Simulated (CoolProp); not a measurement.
Properties of oxygen along the isobar 0.101 MPa.

Model: reference Helmholtz-energy equation of state, Schmidt 1985, in CoolProp. Above 300 K oxygen's equation is extrapolated.

| T (K) | phase | density (kg/m³) | cp (kJ/(kg K)) | Joule-Thomson coefficient (K/MPa) | Prandtl number | fugacity coefficient |
|---|---|---|---|---|---|---|
| 142.8 | gas | 2.745 | 0.9213 | 9.929 | 0.763 | 0.9916 |
| 155.6 | gas | 2.515 | 0.9187 | 8.528 | 0.756 | 0.9935 |
| 168.3 | gas | 2.322 | 0.9170 | 7.433 | 0.750 | 0.9948 |
| 181.1 | gas | 2.155 | 0.9157 | 6.545 | 0.745 | 0.9959 |
| 193.9 | gas | 2.011 | 0.9149 | 5.817 | 0.740 | 0.9967 |
| 206.7 | gas | 1.886 | 0.9144 | 5.209 | 0.736 | 0.9973 |
| 219.4 | gas | 1.776 | 0.9142 | 4.697 | 0.732 | 0.9978 |
| 232.2 | gas | 1.677 | 0.9144 | 4.253 | 0.729 | 0.9982 |
| 245 | gas | 1.589 | 0.9148 | 3.867 | 0.726 | 0.9985 |
| 257.8 | gas | 1.510 | 0.9155 | 3.528 | 0.723 | 0.9988 |
| 270.6 | gas | 1.438 | 0.9165 | 3.228 | 0.721 | 0.9990 |
| 283.3 | gas | 1.373 | 0.9178 | 2.962 | 0.719 | 0.9992 |
| 296.1 | gas | 1.314 | 0.9193 | 2.721 | 0.718 | 0.9993 |
| 308.9 | gas | 1.259 | 0.9212 | 2.504 | 0.716 | 0.9995 |
| 321.7 | gas | 1.209 | 0.9234 | 2.307 | 0.716 | 0.9996 |
| 334.5 | gas | 1.162 | 0.9258 | 2.128 | 0.715 | 0.9997 |

Viscosity comes from a separate model (Lemmon 2004). Thermal conductivity comes from a separate model (Lemmon 2004).
